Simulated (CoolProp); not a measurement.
Values from CoolProp's reference Helmholtz-energy equation of state, Lemmon 2006. It is a short technical equation, of lower accuracy than the large ones.

Q: Give the vapour pressure (MPa), liquid density (kg/m³), surface tension (mN/m) of saturated neopentane at 58.35, 76.05 °C.

A: 
| T (°C) | p (MPa) | liquid density (kg/m³) | surface tension (mN/m) |
|---|---|---|---|
| 58.35 | 0.442 | 545 | 7.77 |
| 76.05 | 0.675 | 521 | 6.17 |

Surface tension comes from a separate correlation (Mulero 2014).
